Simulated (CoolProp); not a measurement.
Benzene along the isotherm 346.85 °C: fugacity coefficient from the reference equation and from simpler models built on Tc = 288.9 °C, pc = 4906 kPa, ω = 0.211; each cubic takes its own stable root.

Computed with CoolProp (reference Helmholtz-energy equation of state, Thol 2012).

```csv
p (kPa),phase,reference
1020,gas,0.9496
2040,gas,0.9004
3070,gas,0.8518
4090,gas,0.8045
5110,supercritical,0.7578
6130,supercritical,0.7116
7160,supercritical,0.6656
8180,supercritical,0.6216
9200,supercritical,0.5809
10200,supercritical,0.5461
11200,supercritical,0.5164
12300,supercritical,0.4888
```

Question: How far does each simpler model (Redlich-Kwong, Soave-Redlich-Kwong, Peng-Robinson) lie from the reference over these 12 states: mean and median of the absolute difference, and the worst?

Answer: 
- Redlich-Kwong: mean 1.1 %, median 1.1 %, worst -2.0 % at 346.85 °C and 8180 kPa
- Soave-Redlich-Kwong: mean 1.4 %, median 0.7 %, worst +4.3 % at 346.85 °C and 12300 kPa
- Peng-Robinson: mean 2.4 %, median 2.5 %, worst -3.4 % at 346.85 °C and 7160 kPa
